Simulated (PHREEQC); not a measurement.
Solution (25 °C): 0.0022 mol/kgw HF, 0.041 mol/kgw NH4F and 0.0041 mol/kgw HCl. Closed to the air; pH follows from the charge balance.

Equilibrium calculation in PHREEQC: ion-association model, phreeqc.dat.

No solid was allowed to form.

Problem. Order these F species by the share of F that they hold, largest first: HF2-, F-, HF.

Solution. F- (84 %), HF (13 %), HF2- (3.5 %)

The pH is 3.92 and the ionic strength 0.0411 mol/kgw. Complexes and solids missing from the database can't appear.
